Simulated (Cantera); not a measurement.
Charge: 1 mol SiCl4, 83 mol N2, equilibrated at 1450 K and 0.0210 bar.

Method: chemical equilibrium by Gibbs-energy minimisation in Cantera with the NASA 1993 tables (ideal gas, pure condensed phases). Candidate condensed phases: Si, Si3N4; 13 gas species. The tables' values for SiCl3 are old estimates; treat these amounts as uncertain. Equilibrium is a limit: real reactors are often held back by kinetics, nucleation or transport.

Base state: N2 0.987, SiCl4 0.0113, Cl 0.000652, SiCl3 0.000501, SiCl2 8.10e-5 (mole fractions); condensed: gas only.

Task: What changes in the equilibrium state with this change: SiCl4 replaced by SiHCl3?

Result: 
```tsv
species	before	after
N2	0.987	0.979
HCl	0	0.0108
SiCl2	8.10e-5	0.00670
SiCl4	0.0113	0.00153
H2	0	0.000479
Cl	0.000652	2.63e-5
Si3N4(s), mol	0	0.0536
```
N2 is the only nitrogen source here; it is nearly inert below about 1500 K, so the nitride shown seldom forms there in practice. Further candidate phases: NH4Cl.
